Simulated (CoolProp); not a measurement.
C3F8 (R218) at several states: fugacity coefficient from the reference equation and from simpler models built on Tc = 345.0 K, pc = 2640 kPa, ω = 0.317; each cubic takes its own stable root.

Computed with CoolProp (reference Helmholtz-energy equation of state, Lemmon 2006). It is a short technical equation, of lower accuracy than the large ones.

| T (K) | p (kPa) | phase | reference |
|---|---|---|---|
| 368.3 | 693 | gas | 0.9325 |
| 276.1 | 17.5 | gas | 0.9953 |
| 142.1 | 21.1 | liquid | 0.001787 |
| 196.3 | 11400 | liquid | 0.001916 |
| 246.8 | 139 | gas | 0.9422 |
| 432.1 | 11500 | supercritical | 0.5766 |

Task: How far does each simpler model (van der Waals, Redlich-Kwong, Peng-Robinson) lie from the reference over these 6 states: mean and median of the absolute difference, and the worst?

Result: 
- van der Waals: mean 7922.2 %, median 6.4 %, worst +45367.3 % at 142.1 K and 21.1 kPa
- Redlich-Kwong: mean 133.0 %, median 5.0 %, worst +584.9 % at 142.1 K and 21.1 kPa
- Peng-Robinson: mean 4.7 %, median 1.4 %, worst +22.3 % at 142.1 K and 21.1 kPa
